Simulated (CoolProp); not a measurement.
A single-stage vapour-compression cycle with ammonia: evaporating at 294.15 K (dew point), condensing at 330.15 K (bubble point), superheat 2 K, subcooling 5 K, compressor efficiency 0.6, no pressure losses. Each further row changes one setting.

Model: reference Helmholtz-energy equation of state, Gao 2020, in CoolProp.

```csv
case,cooling COP,pressure ratio,discharge temperature (K),refrigerating effect (kJ/kg),volumetric capacity (kJ/m³)
as stated,[?],2.74,406.8,1040,7080
evaporating temperature 299.15 K,5.13,[?],393.4,1040,8270
condensing temperature 325.15 K,[?],[?],[?],1060,7250
subcooling 10 K,4.37,2.74,406.8,1060,7250
superheat 12 K,4.17,2.74,422.3,1070,[?]
compressor efficiency 0.5,3.55,2.74,[?],1040,7080
```

### Question
Fill in the missing entries.

### Answer

- as stated, cooling COP: 4.26
- evaporating temperature 299.15 K, pressure ratio: 2.35
- condensing temperature 325.15 K, cooling COP: 5.06
- condensing temperature 325.15 K, pressure ratio: 2.42
- condensing temperature 325.15 K, discharge temperature (K): 391.6
- superheat 12 K, volumetric capacity (kJ/m³): 6930
- compressor efficiency 0.5, discharge temperature (K): 424.9
